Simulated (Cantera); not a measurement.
An adiabatic, constant-volume homogeneous reactor starts with H₂ : O₂ : N₂ = 1 : 1.3 : 3.92 (molar parts), equivalence ratio 0.38, at 1725 K and 100000 Pa.

Computed with Cantera and the H2/O2 subset of GRI-Mech 3.0, which has no nitrogen chemistry.

**Question.** Predict: time of steepest temperature rise; temperature at 1.00 s; equilibrium temperature; x(H₂) at 1.00 s; x(O₂) at 1.00 s; x(H₂O₂) at 1.00 s; x(O) at 1.00 s; x(OH) at 1.00 s; x(HO₂) at 1.00 s.

**Answer.** 
```json
{
 "time_of_steepest_temperature_rise": "7.27 µs",
 "temperature at 1.00 s": "2746 K",
 "equilibrium_temperature": "2746 K",
 "x(H₂) at 1.00 s": "0.00605 (gas-phase equilibrium 0.00605)",
 "x(O₂) at 1.00 s": "0.128 (gas-phase equilibrium 0.128)",
 "x(H₂O₂) at 1.00 s": "7.43e-7 (gas-phase equilibrium 7.43e-7)",
 "x(O) at 1.00 s": "0.0129 (gas-phase equilibrium 0.0129)",
 "x(OH) at 1.00 s": "0.0285 (gas-phase equilibrium 0.0285)",
 "x(HO₂) at 1.00 s": "2.38e-5 (gas-phase equilibrium 2.38e-5)"
}
```
